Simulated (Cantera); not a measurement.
Input: 1 mol Fe2O3, 15 mol HCl, 6.4 mol O2, held at 775 °C and 15.0 mbar.

Cantera equilibrium calculation (NASA polynomials, part measured and part estimated; ideal gas, pure solids and liquids). Candidate condensed phases: Fe, FeCl2, FeCl3, FeO, Fe(OH)2, Fe(OH)3, Fe2O3, Fe3O4, H2O; 22 gas species. Rates play no part.

Base state: HCl 0.578, O2 0.274, H2O 0.0738, Cl2 0.0710, Cl 0.00168, FeCl3 0.00113, FeCl2 0.000226 (mole fractions); condensed: Fe2O3(s).

Question: What changes in the equilibrium state with this change: temperature from 775 °C to 1450 °C?

Answer: 
```
species          before     after
-------------  --------  --------
HCl               0.578     0.420
O2                0.274     0.291
H2O              0.0738     0.126
FeCl2          0.000226    0.0893
Cl2              0.0710   0.00155
Cl              0.00168    0.0697
O               2.70e-9  0.000250
H2                <1e-9   4.84e-5
H                 <1e-9   1.04e-5
Fe2O3(s), mol     0.986         0
```
